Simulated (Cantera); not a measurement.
A closed system holds: 1 mol CCl4, 8.9 mol H2, 0.014 mol CH4, at 1.10 Pa.

Equilibrium computed with Cantera from the NASA thermochemical tables; the gas is ideal and each condensed phase is pure. Candidate condensed phases: C, C6H6, C7H8, C8H18; 91 gas species. Kinetics and transport are ignored.

log p: log10 of the partial pressure in bar; n: condensed amount in mol.

```json
[
 {"T (K)": "1448", "log p H": "-7.61", "log p H2": "-5.16", "log p HCl": "-5.40", "log p Cl": "-7.94", "log p C": "<-16", "log p C3": "<-16", "n C(graphite)": "1.01"},
 {"T (K)": "1648", "log p H": "-6.63", "log p H2": "-5.17", "log p HCl": "-5.41", "log p Cl": "-6.99", "log p C": "-14.52", "log p C3": "-15.15", "n C(graphite)": "1.01"},
 {"T (K)": "1848", "log p H": "___", "log p H2": "-5.22", "log p HCl": "___", "log p Cl": "___", "log p C": "___", "log p C3": "___", "n C(graphite)": "1.01"},
 {"T (K)": "2048", "log p H": "___", "log p H2": "___", "log p HCl": "___", "log p Cl": "___", "log p C": "___", "log p C3": "___", "n C(graphite)": "1.00"},
 {"T (K)": "2248", "log p H": "-5.12", "log p H2": "-5.97", "log p HCl": "-6.43", "log p Cl": "-5.72", "log p C": "-8.45", "log p C3": "-8.20", "n C(graphite)": "0.957"},
 {"T (K)": "2448", "log p H": "-5.07", "log p H2": "-6.73", "log p HCl": "-7.22", "log p Cl": "-5.71", "log p C": "-7.17", "log p C3": "-6.87", "n C(graphite)": "0"},
 {"T (K)": "2648", "log p H": "-5.06", "log p H2": "-7.46", "log p HCl": "-7.95", "log p Cl": "-5.71", "log p C": "-6.57", "log p C3": "-7.23", "n C(graphite)": "0"}
]
```

Question: Fill in the missing entries.

Answer: 
- 2048, log p H: -5.37
- 2048, log p H2: -5.43
- 2048, log p HCl: -5.79
- 2048, log p Cl: -5.86
- 2048, log p C: -10.08
- 2048, log p C3: -10.06
- 1848, log p H: -5.89
- 1848, log p HCl: -5.50
- 1848, log p Cl: -6.28
- 1848, log p C: -12.06
- 1848, log p C3: -12.32
